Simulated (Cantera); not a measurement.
A Cantera script and what it prints.

```python
import numpy as np
import cantera as ct

gas_names = """
    H HNO HNO2 HNO3 HO2 H2 H2O H2O2 H2S H2SO4 N NH NH2 NH3 NH2OH NO NO2 NO3 N2 N2H2 N2H4 N2O O OH O2 O3
    S SH SN SO SO2 SO3 S2 S2O S8
""".split()
cond_names = """
    H2O(s) H2O(L) H2SO4(L) S(cr1) S(cr2) S(L)
""".split()


def load(file, names, dense=False):
    # The tables refer to 1 bar. Condensed volumes are neglected.
    table = {s.name: s for s in ct.Species.list_from_file(file)}
    out = []
    for n in names:
        d = dict(table[n].input_data)
        d["thermo"] = dict(d["thermo"], **{"reference-pressure": 1e5})
        if dense:
            d["equation-of-state"] = {"model": "constant-volume", "density": "1e6 g/cm^3"}
        out.append(ct.Species.from_dict(d))
    return out


gas = ct.Solution(thermo="ideal-gas", species=load("nasa_gas.yaml", gas_names))
cond = {s.name: ct.Solution(thermo="fixed-stoichiometry", species=[s], name=s.name)
        for s in load("nasa_condensed.yaml", cond_names, dense=True)}
atoms = {
    'H2S': {'H': 2, 'S': 1},
    'O2': {'O': 2},
    'N2': {'N': 2},
}
top_T = {}  # K; cautious upper limits of use, not melting points


def equilibrate(T, P, feed):
    n = {}
    for name, mol in feed.items():
        for a, k in atoms[name].items():
            n[a] = n.get(a, 0.0) + k * mol
    gas.TPX = T, P, n
    mass = sum(n.values()) * gas.mean_molecular_weight
    gas.equilibrate("TP")
    valid = [c for c in cond.values() if c.min_temp <= T <= top_T.get(c.name, c.max_temp)]
    mix = ct.Mixture([(gas, mass / gas.mean_molecular_weight)] + [(c, 0.0) for c in valid])
    mix.T, mix.P = T, P
    mix.equilibrate("TP", solver="vcs", rtol=1e-11, max_steps=5000)
    return mix


results = []
feed = {'H2S': 1, 'O2': 0.33, 'N2': 2}  # mol
T = 873  # K
P = 1333.22  # Pa
mix = equilibrate(T, P, feed)
results.append((T, P, feed, dict(zip(mix.species_names, mix.species_moles))))
x = sorted(zip(gas.X, gas.species_names), reverse=True)
print(f"T = {T:g} K  P = {P:g} Pa  gas = {mix.phase_moles(0):.4g} mol")
print("   x: " + "  ".join(f"{s} {v:.3e}" for v, s in x if v > 1e-06))
print("   condensed (mol): " + ("  ".join(f"{mix.phase(i).name} {mix.phase_moles(i):.4g}"
      for i in range(1, mix.n_phases) if mix.phase_moles(i) > 1e-12) or "none"))
```

Result:

```
T = 873 K  P = 1333.22 Pa  gas = 3.33 mol
   x: N2 6.005e-01  H2O 1.898e-01  H2S 1.059e-01  S2 9.492e-02  H2 4.565e-03  SO2 4.064e-03  S2O 2.311e-04  SH 4.620e-06
   condensed (mol): none
```

Cantera equilibrium calculation (NASA polynomials, part measured and part estimated; ideal gas, pure solids and liquids). Gases not in the tables: S3 to S7.
